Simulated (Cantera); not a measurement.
A freely propagating, adiabatic, planar premixed flame of CH4 : C2H6 : C3H8 : O2 : N2 : CO2 = 1 : 0.11 : 0.077 : 2.13 : 8.01 : 0.93 (molar parts), equivalence ratio 1.3, unburnt at 550 K and 19000 Pa; mixture-averaged transport, grid criteria slope 0.08 and curve 0.16, no radiation.

Computed with Cantera and GRI-Mech 3.0 (53 species, 325 reactions). Burning velocities carry a grid error of a few per cent, more on coarse grids.

Q: Predict: laminar burning velocity; thermal thickness; peak x(O).

A: 
* **laminar burning velocity**: 86.7 cm/s
* **thermal thickness**: 1.91 mm
* **peak x(O)**: 0.00174
